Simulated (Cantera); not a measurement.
Charge: 1 mol HMDSO, 2.7 mol CO₂, 1.8 mol N₂, 6.9 mol H₂O, held at 0.180 Torr.

Cantera equilibrium calculation (NASA polynomials, part measured and part estimated; ideal gas, pure solids and liquids). Candidate condensed phases: C, C₆H₆, C₇H₈, C₈H₁₈, H₂O, Si, SiC, SiO₂, Si₂N₂O, Si₃N₄; 151 gas species. The feed counts by its element totals alone. Rates play no part.

x: gas mole fraction; n: condensed amount in mol.

```
T (K)   x H₂    x CO   x CO₂    x N₂    x H₂O     x CH₄    x NH₃  n C(graphite)  n SiO₂(α-quartz)
-----  -----  ------  ------  ------  -------  --------  -------  -------------  ----------------
623    0.638  0.0613   0.144  0.0813   0.0706   0.00497  9.90e-7              ?              2.00
648    0.640   0.109   0.125  0.0782   0.0460   0.00268  6.62e-7              ?              2.00
673    0.630   0.171  0.0937  0.0749   0.0282   0.00146  4.42e-7              ?              2.00
698    0.616   0.237  0.0590  0.0717   0.0160  0.000808  2.99e-7              ?              2.00
723    0.603   0.288  0.0311  0.0693  0.00851  0.000466  2.08e-7              ?              2.00
748    0.597   0.312  0.0176  0.0682  0.00540  0.000226  1.51e-7              0              2.00
773    0.596   0.313  0.0166  0.0682  0.00618   6.24e-5  1.14e-7              0              2.00
798    0.595   0.314  0.0158  0.0682  0.00699   1.87e-5  8.78e-8              0              2.00
823    0.594   0.315  0.0149  0.0682  0.00780   6.03e-6  6.85e-8              0              2.00
```

Some entries are withheld; supply them.


- 623, n C(graphite): 4.04
- 648, n C(graphite): 3.27
- 673, n C(graphite): 2.29
- 698, n C(graphite): 1.26
- 723, n C(graphite): 0.416
